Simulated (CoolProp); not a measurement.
Ammonia at 607.99 K and 6.17 MPa flows at 0.067 m/s in a round tube of 4.6 mm bore and 0.25 µm roughness, fully developed (64/Re and Nu = 3.66 if laminar; Colebrook and Gnielinski if turbulent). Each further row changes one setting.

Computed with CoolProp (reference Helmholtz-energy equation of state, Gao 2020).

```tsv
case	Reynolds number	Darcy friction factor	pressure drop (Pa/m)	heat-transfer coefficient (W/(m² K))	mass flow (kg/h)
as stated	300	0.214	2.26	58.6	0.0870
velocity 0.134 m/s	599	0.107	4.53	58.6	0.174
diameter 9.2 mm	599	0.107	0.566	29.3	0.348
```

Viscosity comes from a separate model (Fenghour 1995). Thermal conductivity comes from a separate model (Tufeu 1984).
